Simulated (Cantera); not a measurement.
Feed: 1 mol Si, 4.4 mol NF₃, 28 mol N₂, held at 750 Torr.

Method: chemical equilibrium by Gibbs-energy minimisation in Cantera with the NASA 1993 tables (ideal gas, pure condensed phases). Candidate condensed phases: Si, Si₃N₄; 16 gas species. Equilibrium is a limit: real reactors are often held back by kinetics, nucleation or transport.

x: gas mole fraction; nothing condenses.

```json
[
 {"T (K)": "575", "x N₂": "0.876", "x F₂": "0.000167", "x NF₃": "0.0936", "x F": "8.98e-7", "x SiF₄": "0.0305", "x NF₂": "?"},
 {"T (K)": "625", "x N₂": "0.876", "x F₂": "0.000726", "x NF₃": "0.0932", "x F": "7.26e-6", "x SiF₄": "0.0305", "x NF₂": "?"},
 {"T (K)": "675", "x N₂": "0.875", "x F₂": "0.00251", "x NF₃": "0.0918", "x F": "4.30e-5", "x SiF₄": "0.0305", "x NF₂": "?"},
 {"T (K)": "725", "x N₂": "0.874", "x F₂": "0.00718", "x NF₃": "0.0884", "x F": "0.000198", "x SiF₄": "0.0304", "x NF₂": "?"},
 {"T (K)": "775", "x N₂": "0.871", "x F₂": "0.0173", "x NF₃": "0.0808", "x F": "0.000735", "x SiF₄": "0.0302", "x NF₂": "?"},
 {"T (K)": "825", "x N₂": "0.866", "x F₂": "0.0348", "x NF₃": "0.0674", "x F": "0.00225", "x SiF₄": "0.0298", "x NF₂": "?"},
 {"T (K)": "875", "x N₂": "0.858", "x F₂": "0.0581", "x NF₃": "0.0490", "x F": "0.00576", "x SiF₄": "0.0292", "x NF₂": "?"},
 {"T (K)": "925", "x N₂": "0.849", "x F₂": "0.0802", "x NF₃": "0.0301", "x F": "0.0125", "x SiF₄": "0.0286", "x NF₂": "?"},
 {"T (K)": "975", "x N₂": "0.839", "x F₂": "0.0935", "x NF₃": "0.0159", "x F": "0.0233", "x SiF₄": "0.0281", "x NF₂": "?"},
 {"T (K)": "1025", "x N₂": "0.830", "x F₂": "0.0962", "x NF₃": "0.00759", "x F": "0.0388", "x SiF₄": "0.0276", "x NF₂": "?"},
 {"T (K)": "1075", "x N₂": "0.820", "x F₂": "0.0905", "x NF₃": "0.00341", "x F": "0.0590", "x SiF₄": "0.0272", "x NF₂": "?"}
]
```

Problem. Fill in the missing entries.

Solution. 
- 575, x NF₂: 3.06e-10
- 625, x NF₂: 2.35e-9
- 675, x NF₂: 1.32e-8
- 725, x NF₂: 5.73e-8
- 775, x NF₂: 1.98e-7
- 825, x NF₂: 5.48e-7
- 875, x NF₂: 1.21e-6
- 925, x NF₂: 2.15e-6
- 975, x NF₂: 3.14e-6
- 1025, x NF₂: 3.96e-6
- 1075, x NF₂: 4.48e-6
